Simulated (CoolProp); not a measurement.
The fluoroketone C6F12O (FK-5-1-12) along the isotherm 223.65 °C: fugacity coefficient from the reference equation and from simpler models built on Tc = 168.7 °C, pc = 18.69 bar, ω = 0.471; each cubic takes its own stable root.

The numbers come from the reference Helmholtz-energy equation of state, McLinden 2015 in CoolProp.

| p (bar) | phase | reference |
|---|---|---|
| 4.67 | gas | 0.9448 |
| 9.35 | gas | 0.8917 |
| 14 | gas | 0.8406 |
| 18.7 | supercritical | 0.7906 |
| 23.4 | supercritical | 0.7421 |
| 28 | supercritical | 0.6963 |
| 32.7 | supercritical | 0.6520 |
| 37.4 | supercritical | 0.6113 |
| 42.1 | supercritical | 0.5754 |
| 46.7 | supercritical | 0.5453 |

### Question
How far does each simpler model (van der Waals, Redlich-Kwong, Soave-Redlich-Kwong) lie from the reference over these 10 states: mean and median of the absolute difference, and the worst?

### Answer
- van der Waals: mean 3.1 %, median 3.1 %, worst -6.1 % at 223.65 °C and 42.1 bar
- Redlich-Kwong: mean 3.6 %, median 3.7 %, worst -6.1 % at 223.65 °C and 46.7 bar
- Soave-Redlich-Kwong: mean 2.2 %, median 1.7 %, worst +5.1 % at 223.65 °C and 46.7 bar
